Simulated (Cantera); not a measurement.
A closed system holds: 1 mol Ta₂O₅, 0.37 mol CH₄, 8.7 mol H₂, equilibrated at 1850 K and 8.30 mbar.

Cantera equilibrium calculation (NASA polynomials, part measured and part estimated; ideal gas, pure solids and liquids). Candidate condensed phases: C, C₆H₆, C₇H₈, C₈H₁₈, H₂O, Ta, TaC, Ta₂O₅; 113 gas species. Mutual solubility and eutectic melting of coexisting phases are not modelled. Condensed phases not in the tables: Ta₂C, N, O or C dissolved in the metal. Equilibrium is a limit: real reactors are often held back by kinetics, nucleation or transport.

Base state: H₂ 0.956, CO 0.0376, H 0.00578, H₂O 0.000858 (mole fractions); condensed: Ta(s) + Ta₂O₅(s).

Problem. What changes in the equilibrium state with this change: temperature from 1850 K to 1425 K?

Solution. 
```csv
species,before,after
H₂,0.956,0.972
CO,0.0376,0.0271
H₂O,0.000858,0.000420
H,0.00578,7.38e-5
"Ta(s), mol",0.151,0
"Ta₂O₅(s), mol",0.924,0.947
"TaC(s), mol",0,0.107
```
TaC: taken at fixed stoichiometry. Condensed phases not in the tables: Ta₂C.
